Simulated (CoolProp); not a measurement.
CF4 (R14) along the isotherm -42.75 °C: density (kg/m³) from the reference equation and from simpler models built on Tc = -45.8 °C, pc = 3762 kPa, ω = 0.178; each cubic takes its own stable root.

Values from CoolProp's reference Helmholtz-energy equation of state, Platzer 1990. This equation is an older, rougher fit; its heat capacities, sound speeds and derivatives of the liquid may be far off and weren't checked against measurements.

```json
[
 {"p (kPa)": "59.5", "phase": "gas", "reference": "2.748"},
 {"p (kPa)": "106", "phase": "gas", "reference": "4.915"},
 {"p (kPa)": "188", "phase": "gas", "reference": "8.782"},
 {"p (kPa)": "335", "phase": "gas", "reference": "15.86"},
 {"p (kPa)": "595", "phase": "gas", "reference": "28.88"},
 {"p (kPa)": "1060", "phase": "gas", "reference": "53.98"},
 {"p (kPa)": "1880", "phase": "gas", "reference": "105.9"},
 {"p (kPa)": "3350", "phase": "gas", "reference": "256.5"},
 {"p (kPa)": "5950", "phase": "supercritical", "reference": "999.5"},
 {"p (kPa)": "10600", "phase": "supercritical", "reference": "1140"},
 {"p (kPa)": "18800", "phase": "supercritical", "reference": "1248"}
]
```

Question: How far does each simpler model (ideal gas, Redlich-Kwong, Soave-Redlich-Kwong, Peng-Robinson) lie from the reference over these 11 states: mean and median of the absolute difference, and the worst?

Answer: 
- ideal gas: mean 21.9 %, median 9.8 %, worst -72.7 % at -42.75 °C and 5950 kPa
- Redlich-Kwong: mean 1.8 %, median 0.1 %, worst -11.0 % at -42.75 °C and 5950 kPa
- Soave-Redlich-Kwong: mean 1.9 %, median 0.0 %, worst -11.7 % at -42.75 °C and 5950 kPa
- Peng-Robinson: mean 2.2 %, median 1.2 %, worst +8.7 % at -42.75 °C and 18800 kPa
